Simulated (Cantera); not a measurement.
An isothermal, constant-pressure homogeneous reactor starts with H₂ : O₂ = 1.1 : 1 (molar parts), equivalence ratio 0.55, at 1375 K and 24.0 Torr.

Cantera simulation using GRI-Mech 3.0 (53 species, 325 reactions); the numbers are that mechanism's predictions, not measurements. Radical loss at walls, strong at low pressure, is not modelled. The temperature is held fixed by assumption; the heat of reaction is taken as removed at once.

x: mole fraction; the columns are a selection and need not sum to one.

| t (s) | x H₂ | x O₂ | x H | x HO₂ | x H₂O |
|---|---|---|---|---|---|
| 0.000100 | 0.524 | 0.476 | 8.09e-5 | 1.12e-6 | 9.86e-5 |
| 0.000193 | 0.461 | 0.448 | 0.0346 | 6.87e-6 | 0.0430 |
| 0.000373 | 0.0593 | 0.254 | ? | ? | ? |
| 0.000720 | 0.0572 | 0.259 | 0.197 | 1.35e-5 | 0.385 |
| 0.00139 | 0.0515 | 0.266 | 0.145 | 1.55e-5 | 0.453 |
| 0.00268 | 0.0370 | 0.275 | 0.0726 | 1.83e-5 | 0.558 |
| 0.00518 | 0.0161 | 0.283 | 0.0177 | 1.88e-5 | 0.655 |
| 0.0100 | 0.00398 | 0.288 | 0.00204 | 1.28e-5 | 0.696 |
| 0.0193 | 0.000834 | 0.289 | 0.000193 | 5.03e-6 | 0.706 |
| 0.0373 | 0.000208 | 0.290 | 2.42e-5 | 1.64e-6 | 0.708 |
| 0.0720 | 6.47e-5 | 0.290 | 4.27e-6 | 5.90e-7 | 0.709 |
| 0.139 | 2.40e-5 | 0.290 | 9.77e-7 | 2.55e-7 | 0.709 |
| 0.268 | ? | 0.290 | ? | ? | 0.709 |
| 0.518 | 4.90e-6 | 0.290 | 9.17e-8 | 1.08e-7 | 0.710 |
| 1.00 | 2.92e-6 | 0.290 | 4.23e-8 | 1.04e-7 | 0.710 |

Problem. Complete the blanks.

Solution. 
- 0.000373, x H: 0.227
- 0.000373, x HO₂: 1.23e-5
- 0.000373, x H₂O: 0.347
- 0.268, x H₂: 1.01e-5
- 0.268, x H: 2.71e-7
- 0.268, x HO₂: 1.42e-7
